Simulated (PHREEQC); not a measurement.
**Nickel, zinc or cadmium bath: an equilibrium model**

Consider water at 65 °C with 23 mmol/kgw NiCl2. Closed to the air; pH follows from the charge balance.

Computed with PHREEQC (ion-association model, wateq4f.dat).

```
Quantity                Result
--------------  --------------
pH                        5.41
ionic strength  0.0668 mol/kgw
```

| species | molality | activity | log γ |
|---|---|---|---|
| Cl- | 0.0449 | 0.0350 | -0.108 |
| Ni+2 | 0.0220 | 0.00856 | -0.409 |
| NiCl+ | 0.000951 | 0.000751 | -0.102 |
| NiCl2 | 9.39e-5 | 9.53e-5 | 0.007 |
| H+ | 4.65e-6 | 3.87e-6 | -0.080 |
| NiOH+ | 4.61e-6 | 3.64e-6 | -0.102 |
| OH- | 4.00e-8 | 3.11e-8 | -0.109 |

Precipitation was switched off in this run. Away from 25 °C the constants follow the database's enthalpies or fits; those with neither stay at their 25 °C values.
